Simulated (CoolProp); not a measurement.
Values from CoolProp's reference Helmholtz-energy equation of state, de Reuck 1990.

### Question
Give the vapour pressure (MPa), vapour Z, surface tension (mN/m) of saturated fluorine at 97, 126.3 K.

### Answer
```json
[
 {"T (K)": "97", "p (MPa)": "0.333", "vapour Z": "0.923", "surface tension (mN/m)": "10.2"},
 {"T (K)": "126.3", "p (MPa)": "2.29", "vapour Z": "0.715", "surface tension (mN/m)": "3.17"}
]
```

Surface tension comes from a separate correlation (Mulero 2012).
